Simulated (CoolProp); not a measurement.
A simple Rankine cycle with ethanol: condensing at 332.15 K, boiler at 0.691 MPa, turbine inlet 414.8 K, turbine efficiency 0.65, pump efficiency 0.8, no recuperator. Each further row changes one setting.

The numbers come from the reference Helmholtz-energy equation of state, Schroeder 2014 in CoolProp.

```json
[
 {"case": "as stated", "thermal efficiency (%)": "10.9", "net work (kJ/kg)": "107", "heat in (kJ/kg)": "983", "turbine exit temperature (K)": "332.1", "volume ratio over the turbine": "13.5"},
 {"case": "turbine inlet 434.8 K", "thermal efficiency (%)": "11.1", "net work (kJ/kg)": "114", "heat in (kJ/kg)": "1030", "turbine exit temperature (K)": "353.4", "volume ratio over the turbine": "13.5"},
 {"case": "condensing temperature 324.15 K", "thermal efficiency (%)": "12.0", "net work (kJ/kg)": "120", "heat in (kJ/kg)": "1000", "turbine exit temperature (K)": "324.1", "volume ratio over the turbine": "19.2"},
 {"case": "boiler pressure 0.484 MPa", "thermal efficiency (%)": "9.7", "net work (kJ/kg)": "96.6", "heat in (kJ/kg)": "996", "turbine exit temperature (K)": "344.6", "volume ratio over the turbine": "9.54"},
 {"case": "turbine efficiency 0.55", "thermal efficiency (%)": "9.2", "net work (kJ/kg)": "90.6", "heat in (kJ/kg)": "983", "turbine exit temperature (K)": "340.3", "volume ratio over the turbine": "13.9"}
]
```

The expansion ends wet for: as stated; condensing temperature 324.15 K.
